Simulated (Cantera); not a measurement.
Charge: 1 mol C2F6, 0.2 mol H2, held at 1.00 Pa.

Method: chemical equilibrium by Gibbs-energy minimisation in Cantera with the NASA 1993 tables (ideal gas, pure condensed phases). Candidate condensed phases: C, C6H6, C7H8, C8H18; 95 gas species. The feed counts by its element totals alone. Condensed phases not in the tables: fluorocarbon polymer. Gases not in the tables: C2F6 and larger saturated fluorocarbons. Rates play no part.

log p: log10 of the partial pressure in bar; n: condensed amount in mol.

```tsv
T (K)	log p CF4	log p HF	log p CF2	log p F	n C(graphite)
848	-5.11	-5.65	-14.47	-15.44	0.600
923	-5.11	-5.65	-13.05	-13.86	0.600
998	-5.11	-5.65	-11.85	-12.52	0.600
1073	-5.11	-5.65	-10.82	-11.36	0.600
1148	-5.11	-5.65	-9.92	-10.36	0.600
1223	-5.11	-5.65	?	?	0.600
1298	-5.11	-5.65	?	?	0.600
1373	-5.11	-5.65	-7.83	-8.00	0.599
1448	-5.11	-5.66	-7.28	-7.38	0.597
```

Q: Complete the blanks.

A: 
- 1298, log p CF2: -8.44
- 1298, log p F: -8.70
- 1223, log p CF2: -9.14
- 1223, log p F: -9.48
